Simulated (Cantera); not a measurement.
Feed: 1 mol B2O3, 2 mol F2, at 1900 Pa.

Equilibrium computed with Cantera from the NASA thermochemical tables; the gas is ideal and each condensed phase is pure. Candidate condensed phases: B, B2O3; 21 gas species. Rates play no part. All values below are at 1548 K.

Base state: O2 0.334, BF3 0.334, BOF 0.331, B3O3F3 0.000917, BOF2 0.000507, B2O3 5.33e-5, BO2 4.92e-5, O 3.20e-5 (mole fractions); condensed: gas only.

Problem. What changes in the equilibrium state with this change: F2 from 2 to 3.9 mol?

Solution. 
```tsv
species	before	after
BF3	0.334	0.377
F	4.18e-6	0.339
O2	0.334	0.283
BOF	0.331	<1e-9
B3O3F3	0.000917	<1e-9
F2	<1e-9	0.000194
```
